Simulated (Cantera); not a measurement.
A perfectly stirred reactor is fed with NH3 : N2 = 1 : 0.84 (molar parts), at 1.10 bar; it is held at 1648 K, and followed from long to short residence time.

Detailed kinetics in Cantera: the gas-phase N/H chemistry of the illustrative SiF4/NH3 mechanism in the Surface Chemkin manual (1991). Walls and surfaces, which speed up NH3 decomposition in real reactors, are not modelled.

Task: Predict: x(NH3) at τ = 1.10 s; x(N2H2) at τ = 1.10 s; x(H) at τ = 1.10 s; x(NH) at τ = 1.10 s; x(N2H4) at τ = 1.10 s; x(NH3) at τ = 55.0 ms; x(N2H2) at τ = 55.0 ms; x(H) at τ = 55.0 ms; x(NH) at τ = 55.0 ms; x(N2H4) at τ = 55.0 ms.

Result: 
```json
{
 "x(NH3) at τ = 1.10 s": "0.394",
 "x(N2H2) at τ = 1.10 s": "2.72e-7",
 "x(H) at τ = 1.10 s": "1.24e-5",
 "x(NH) at τ = 1.10 s": "4.32e-7",
 "x(N2H4) at τ = 1.10 s": "1.15e-7",
 "x(NH3) at τ = 55.0 ms": "0.532",
 "x(N2H2) at τ = 55.0 ms": "4.69e-7",
 "x(H) at τ = 55.0 ms": "9.72e-7",
 "x(NH) at τ = 55.0 ms": "3.72e-7",
 "x(N2H4) at τ = 55.0 ms": "2.03e-7"
}
```
